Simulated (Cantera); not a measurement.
Input: 1 mol Pb, 2.4 mol NH3, 8.3 mol H2, equilibrated at 3.45 Torr.

Method: chemical equilibrium by Gibbs-energy minimisation in Cantera with the NASA 1993 tables (ideal gas, pure condensed phases). Candidate condensed phases: Pb; 11 gas species. The numbers say what is thermodynamically allowed, not how fast it happens. All values below are at 1350 K.

Base state: H2 0.844, N2 0.0851, Pb 0.0709, H 3.23e-5 (mole fractions); condensed: gas only.

Task: What changes in the equilibrium state with this change: 0.04 mol O2 added?

Result: 
```tsv
species	before	after
H2	0.844	0.838
N2	0.0851	0.0851
Pb	0.0709	0.0709
H2O	0	0.00567
H	3.23e-5	3.22e-5
```
Further candidate phases: H2O, PbO, PbO2, Pb3O4.
